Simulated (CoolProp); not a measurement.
Properties of octamethylcyclotetrasiloxane (D4) along the isotherm 274.35 °C (Tc = 313.4 °C, pc = 13.47 bar, ω = 0.598).

The numbers come from the reference Helmholtz-energy equation of state, Thol 2015 in CoolProp.

| p (bar) | phase | Z | speed of sound (m/s) | Joule-Thomson coefficient (K/MPa) | fugacity coefficient |
|---|---|---|---|---|---|
| 0.213 | gas | 0.9928 | 123.9 | 10.35 | 0.9928 |
| 0.379 | gas | 0.9870 | 123.2 | 10.45 | 0.9872 |
| 0.674 | gas | 0.9768 | 122.0 | 10.64 | 0.9772 |
| 1.2 | gas | 0.9580 | 119.7 | 11.01 | 0.9596 |
| 2.13 | gas | 0.9233 | 115.4 | ___ | 0.9284 |
| 3.79 | gas | ___ | 106.6 | 13.51 | 0.8731 |
| 6.74 | gas | ___ | 84.82 | 20.20 | ___ |
| 12 | liquid | 0.1301 | 212.8 | 0.9528 | 0.4848 |
| 21.3 | liquid | 0.2234 | 252.0 | 0.5670 | 0.3016 |
| 37.9 | liquid | 0.3822 | 303.5 | ___ | 0.2010 |
| 67.4 | liquid | ___ | ___ | 0.03231 | 0.1511 |

Problem. Some entries are withheld; supply them.

Solution. 
- 2.13, Joule-Thomson coefficient (K/MPa): 11.75
- 3.79, Z: 0.8554
- 6.74, Z: 0.7017
- 6.74, fugacity coefficient: 0.7740
- 37.9, Joule-Thomson coefficient (K/MPa): 0.2609
- 67.4, Z: 0.6500
- 67.4, speed of sound (m/s): 370.0
